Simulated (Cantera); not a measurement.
Cantera run:

```python
import numpy as np
import cantera as ct

gas_names = """
    CL CL2 H HCL H2 Si SiCL SiCL2 SiCL3 SiCL4 SiH SiHCL3 SiH2 SiH2CL2 SiH3 SiH3CL SiH4 Si2 Si3
""".split()
cond_names = """
    Si(cr) Si(L)
""".split()


# ... load() reads the species with a 1 bar reference pressure and builds the phases ...
atoms = {
    'Si': {'Si': 1},
    'H2': {'H': 2},
    'Cl2': {'CL': 2},
}
top_T = {}  # K; cautious upper limits of use, not melting points


# ... equilibrate(T, P, feed) seeds the gas with the atoms and calls Mixture.equilibrate('TP', solver="vcs", rtol=1e-11, max_steps=5000) ...
results = []
T = 1023  # K
P = 26000  # Pa
for m in [0.5, 0.58, 0.66, 0.76, 0.88, 1, 1.2, 1.3, 1.5, 1.8, 2.1, 2.4, 2.7]:
    feed = {'Si': 1, 'H2': 4.3, 'Cl2': m}  # mol
    mix = equilibrate(T, P, feed)
    results.append((T, P, feed, dict(zip(mix.species_names, mix.species_moles))))
    x = sorted(zip(gas.X, gas.species_names), reverse=True)
    print(f"T = {T:g} K  P = {P:g} Pa  n(Cl2) = {m:g} mol  gas = {mix.phase_moles(0):.4g} mol")
    print("   x: " + "  ".join(f"{s} {v:.3e}" for v, s in x if v > 1e-05))
    print("   condensed (mol): " + ("  ".join(f"{mix.phase(i).name} {mix.phase_moles(i):.4g}"
          for i in range(1, mix.n_phases) if mix.phase_moles(i) > 1e-12) or "none"))
```

Result:

```
T = 1023 K  P = 26000 Pa  n(Cl2) = 0.5 mol  gas = 4.546 mol
   x: H2 9.279e-01  SiCL4 3.592e-02  SiHCL3 1.845e-02  HCL 1.529e-02  SiH2CL2 1.050e-03  SiCL3 8.726e-04  SiCL2 4.477e-04  SiH3CL 1.538e-05
   condensed (mol): Si(cr) 0.742
T = 1023 K  P = 26000 Pa  n(Cl2) = 0.58 mol  gas = 4.584 mol
   x: H2 9.186e-01  SiCL4 4.221e-02  SiHCL3 2.072e-02  HCL 1.584e-02  SiH2CL2 1.126e-03  SiCL3 9.849e-04  SiCL2 4.853e-04  SiH3CL 1.577e-05
   condensed (mol): Si(cr) 0.6995
T = 1023 K  P = 26000 Pa  n(Cl2) = 0.66 mol  gas = 4.622 mol
   x: H2 9.095e-01  SiCL4 4.848e-02  SiHCL3 2.288e-02  HCL 1.631e-02  SiH2CL2 1.195e-03  SiCL3 1.093e-03  SiCL2 5.200e-04  SiH3CL 1.609e-05
   condensed (mol): Si(cr) 0.6571
T = 1023 K  P = 26000 Pa  n(Cl2) = 0.76 mol  gas = 4.67 mol
   x: H2 8.984e-01  SiCL4 5.627e-02  SiHCL3 2.542e-02  HCL 1.683e-02  SiH2CL2 1.272e-03  SiCL3 1.222e-03  SiCL2 5.602e-04  SiH3CL 1.639e-05
   condensed (mol): Si(cr) 0.6042
T = 1023 K  P = 26000 Pa  n(Cl2) = 0.88 mol  gas = 4.727 mol
   x: H2 8.855e-01  SiCL4 6.552e-02  SiHCL3 2.829e-02  HCL 1.735e-02  SiCL3 1.369e-03  SiH2CL2 1.353e-03  SiCL2 6.046e-04  SiH3CL 1.666e-05
   condensed (mol): Si(cr) 0.5408
T = 1023 K  P = 26000 Pa  n(Cl2) = 1 mol  gas = 4.784 mol
   x: H2 8.730e-01  SiCL4 7.465e-02  SiHCL3 3.098e-02  HCL 1.780e-02  SiCL3 1.510e-03  SiH2CL2 1.423e-03  SiCL2 6.453e-04  SiH3CL 1.685e-05
   condensed (mol): Si(cr) 0.4774
T = 1023 K  P = 26000 Pa  n(Cl2) = 1.2 mol  gas = 4.88 mol
   x: H2 8.529e-01  SiCL4 8.960e-02  SiHCL3 3.511e-02  HCL 1.842e-02  SiCL3 1.732e-03  SiH2CL2 1.524e-03  SiCL2 7.070e-04  SiH3CL 1.703e-05
   condensed (mol): Si(cr) 0.372
T = 1023 K  P = 26000 Pa  n(Cl2) = 1.3 mol  gas = 4.928 mol
   x: H2 8.432e-01  SiCL4 9.693e-02  SiHCL3 3.704e-02  HCL 1.868e-02  SiCL3 1.837e-03  SiH2CL2 1.567e-03  SiCL2 7.353e-04  SiH3CL 1.708e-05
   condensed (mol): Si(cr) 0.3194
T = 1023 K  P = 26000 Pa  n(Cl2) = 1.5 mol  gas = 5.023 mol
   x: H2 8.245e-01  SiCL4 1.113e-01  SiHCL3 4.062e-02  HCL 1.912e-02  SiCL3 2.038e-03  SiH2CL2 1.641e-03  SiCL2 7.880e-04  SiH3CL 1.709e-05
   condensed (mol): Si(cr) 0.2143
T = 1023 K  P = 26000 Pa  n(Cl2) = 1.8 mol  gas = 5.167 mol
   x: H2 7.979e-01  SiCL4 1.321e-01  SiHCL3 4.545e-02  HCL 1.963e-02  SiCL3 2.318e-03  SiH2CL2 1.731e-03  SiCL2 8.586e-04  SiH3CL 1.698e-05
   condensed (mol): Si(cr) 0.05689
T = 1023 K  P = 26000 Pa  n(Cl2) = 2.1 mol  gas = 5.403 mol
   x: H2 7.577e-01  SiCL4 1.652e-01  HCL 5.721e-02  SiHCL3 1.852e-02  SiCL3 9.692e-04  SiH2CL2 2.298e-04  SiCL2 1.200e-04
   condensed (mol): none
T = 1023 K  P = 26000 Pa  n(Cl2) = 2.4 mol  gas = 5.701 mol
   x: H2 6.773e-01  SiCL4 1.684e-01  HCL 1.473e-01  SiHCL3 6.553e-03  SiCL3 3.627e-04  SiH2CL2 2.822e-05  SiCL2 1.649e-05
   condensed (mol): none
T = 1023 K  P = 26000 Pa  n(Cl2) = 2.7 mol  gas = 6.001 mol
   x: H2 5.963e-01  HCL 2.370e-01  SiCL4 1.630e-01  SiHCL3 3.470e-03  SiCL3 2.047e-04
   condensed (mol): none
```

Equilibrium computed with Cantera from the NASA thermochemical tables; the gas is ideal and each condensed phase is pure. The tables' values for SiCl3 are old estimates; treat these amounts as uncertain.
